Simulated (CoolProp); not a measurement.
Values from CoolProp's reference Helmholtz-energy equation of state, de Reuck 1990.

### Question
Give the vapour pressure (kPa), liquid density (kg/m³), vapour Z, surface tension (mN/m) of saturated fluorine at -143.15 °C.

### Answer
```csv
T (°C),p (kPa),liquid density (kg/m³),vapour Z,surface tension (mN/m)
-143.15,2750,1080,0.672,2.40
```

Surface tension comes from a separate correlation (Mulero 2012).
